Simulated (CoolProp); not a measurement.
A simple Rankine cycle with isobutane: condensing at 321.15 K, boiler at 1.7 MPa, turbine inlet 514.9 K, turbine efficiency 0.85, pump efficiency 0.6, no recuperator. Each further row changes one setting.

Model: reference Helmholtz-energy equation of state, Bücker 2006, in CoolProp.

```json
[
 {"case": "as stated", "thermal efficiency (%)": "7.1", "net work (kJ/kg)": "[?]", "heat in (kJ/kg)": "730", "turbine exit temperature (K)": "489.0", "volume ratio over the turbine": "2.58"},
 {"case": "turbine inlet 534.9 K", "thermal efficiency (%)": "[?]", "net work (kJ/kg)": "54.5", "heat in (kJ/kg)": "[?]", "turbine exit temperature (K)": "[?]", "volume ratio over the turbine": "2.57"},
 {"case": "condensing temperature 313.15 K", "thermal efficiency (%)": "8.4", "net work (kJ/kg)": "63.2", "heat in (kJ/kg)": "750", "turbine exit temperature (K)": "483.8", "volume ratio over the turbine": "3.15"},
 {"case": "boiler pressure 1.19 MPa", "thermal efficiency (%)": "4.6", "net work (kJ/kg)": "33.8", "heat in (kJ/kg)": "[?]", "turbine exit temperature (K)": "[?]", "volume ratio over the turbine": "[?]"},
 {"case": "turbine efficiency 0.75", "thermal efficiency (%)": "6.2", "net work (kJ/kg)": "[?]", "heat in (kJ/kg)": "730", "turbine exit temperature (K)": "491.5", "volume ratio over the turbine": "2.60"}
]
```

Question: What belongs in the gaps?

Answer: 
- as stated, net work (kJ/kg): 51.9
- turbine inlet 534.9 K, thermal efficiency (%): 6.9
- turbine inlet 534.9 K, heat in (kJ/kg): 785
- turbine inlet 534.9 K, turbine exit temperature (K): 509.1
- boiler pressure 1.19 MPa, heat in (kJ/kg): 738
- boiler pressure 1.19 MPa, turbine exit temperature (K): 499.0
- boiler pressure 1.19 MPa, volume ratio over the turbine: 1.81
- turbine efficiency 0.75, net work (kJ/kg): 45.4
